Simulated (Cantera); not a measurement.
# Adiabatic ignition

An adiabatic, constant-volume homogeneous reactor starts with 5.00 % CH₄, 20.0 % O₂, 75.0 % N₂, equivalence ratio 0.50, at 1750 K and 270 Torr.

Cantera simulation using GRI-Mech 3.0 (53 species, 325 reactions); the numbers are that mechanism's predictions, not measurements.

```csv
t (s),T (K),P (bar),x CH₄,x O₂,x NO₂,x C₂H₂,x HCO,x C₂H
1.00e-6,1750,0.360,0.0500,0.200,<1e-12,<1e-12,<1e-12,<1e-12
2.93e-6,1750,0.360,0.0500,0.200,<1e-12,<1e-12,1.33e-12,<1e-12
8.58e-6,1750,0.360,0.0500,0.200,<1e-12,<1e-12,1.76e-11,<1e-12
2.51e-5,1750,0.360,0.0500,0.200,<1e-12,1.54e-11,2.22e-10,<1e-12
7.36e-5,1750,0.360,0.0498,0.200,<1e-12,2.02e-9,3.81e-9,<1e-12
0.000215,1753,0.361,0.0483,0.199,<1e-12,5.82e-7,2.96e-7,9.98e-12
0.000631,2532,0.537,<1e-12,0.0953,1.26e-7,<1e-12,5.11e-9,<1e-12
0.00185,2650,0.558,<1e-12,0.0942,1.53e-6,<1e-12,3.37e-9,<1e-12
0.00541,2643,0.556,<1e-12,0.0909,4.34e-6,<1e-12,3.19e-9,<1e-12
0.0158,2636,0.554,<1e-12,0.0883,6.49e-6,<1e-12,3.06e-9,<1e-12
0.0464,2635,0.554,<1e-12,0.0880,6.71e-6,<1e-12,3.05e-9,<1e-12
0.136,2635,0.554,<1e-12,0.0880,6.71e-6,<1e-12,3.05e-9,<1e-12
0.398,2635,0.554,<1e-12,0.0880,6.71e-6,<1e-12,3.05e-9,<1e-12
1.17,2635,0.554,<1e-12,0.0880,6.71e-6,<1e-12,3.05e-9,<1e-12
3.41,2635,0.554,<1e-12,0.0880,6.71e-6,<1e-12,3.05e-9,<1e-12
10.0,2635,0.554,<1e-12,0.0880,6.71e-6,<1e-12,3.05e-9,<1e-12
```
x: mole fraction; the columns are a selection and need not sum to one.

```
Property                                                            Result
---------------------------------  ---------------------------------------
time of steepest temperature rise                                 0.366 ms
temperature at 10.0 s                                               2635 K
equilibrium temperature                                             2635 K
x(CH₄) at 10.0 s                     <1e-12 (gas-phase equilibrium <1e-12)
x(O₂) at 10.0 s                      0.0880 (gas-phase equilibrium 0.0880)
x(NO₂) at 10.0 s                   6.71e-6 (gas-phase equilibrium 6.71e-6)
```
